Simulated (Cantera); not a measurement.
## Pyrogenic steam for wet oxidation

An isothermal, constant-pressure homogeneous reactor starts with H2 : O2 : N2 = 0.73 : 1 : 2.3 (molar parts), at 1125 K and 71000 Pa.

Detailed kinetics in Cantera: the H2/O2 subset of GRI-Mech 3.0, which has no nitrogen chemistry. The temperature is held fixed by assumption; the heat of reaction is taken as removed at once.

```csv
t (s),x H2,x O2,x O,x HO2,x H
2.00e-6,0.181,0.248,1.44e-10,1.03e-9,9.39e-10
9.35e-6,0.181,0.248,2.71e-9,6.63e-9,1.02e-8
4.37e-5,0.181,0.248,6.41e-6,6.39e-6,2.28e-5
0.000205,0.00427,0.175,0.000372,8.73e-5,0.000147
0.000956,0.000802,0.174,2.32e-5,2.71e-5,3.33e-6
0.00447,0.000115,0.173,2.02e-6,5.13e-6,1.58e-7
0.0209,3.23e-6,0.173,1.49e-7,1.94e-7,2.24e-9
0.0978,1.23e-8,0.173,2.60e-8,1.09e-8,4.21e-11
0.457,2.29e-9,0.173,5.74e-9,5.50e-9,4.94e-12
2.14,1.39e-9,0.173,2.39e-9,6.11e-9,2.03e-12
10.0,1.38e-9,0.173,2.29e-9,6.18e-9,1.97e-12
```
x: mole fraction; the columns are a selection and need not sum to one.

Equilibrium at this temperature and pressure: H2 1.38e-9, O2 0.173, O 2.29e-9, HO2 6.18e-9, H 1.97e-12 (gas phase only).
